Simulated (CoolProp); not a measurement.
The numbers come from the reference Helmholtz-energy equation of state, Lemmon 2006 in CoolProp. It is a short technical equation, of lower accuracy than the large ones.

Q: For acetone, give the phase and the density (kg/m³), cp (kJ/(kg K)), Joule-Thomson coefficient (K/MPa) at 262.8 K and 0.0954 MPa; 311.2 K and 0.0954 MPa; 335.5 K and 0.0954 MPa.

A: 
- 262.8 K and 0.0954 MPa: liquid; density 823, cp 2.07, Joule-Thomson coefficient -0.386
- 311.2 K and 0.0954 MPa: liquid; density 770, cp 2.18, Joule-Thomson coefficient -0.321
- 335.5 K and 0.0954 MPa: gas; density 2.08, cp 1.55, Joule-Thomson coefficient 73.0
